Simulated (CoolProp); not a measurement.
The fluid at 227.45 K and 0.105 MPa is throttled through a valve to 0.0592 MPa with no heat exchange. The same conditions are run with several fluids, on thermodynamics alone (safety and materials aside).

Model: reference Helmholtz-energy equation of state of each fluid (CF4 (R14): Platzer 1990; carbon monoxide: Lemmon 2006; hydrogen sulfide: Lemmon 2006; ethane: Bücker 2006; ethylene: Smukala 2000), in CoolProp. The equations of Platzer and Polt are older, rougher fits.

```
fluid             temperature change (K)  final density (kg/m³)
----------------  ----------------------  ---------------------
CF4 (R14)                              …                   2.78
carbon monoxide                        …                      …
hydrogen sulfide                    -1.5                      …
ethane                                 …                  0.955
ethylene                               …                      …
```

Problem. What belongs in the gaps?

Solution. 
- CF4 (R14), temperature change (K): -0.5
- carbon monoxide, temperature change (K): -0.2
- carbon monoxide, final density (kg/m³): 0.878
- hydrogen sulfide, final density (kg/m³): 1.09
- ethane, temperature change (K): -1.0
- ethylene, temperature change (K): -0.9
- ethylene, final density (kg/m³): 0.889
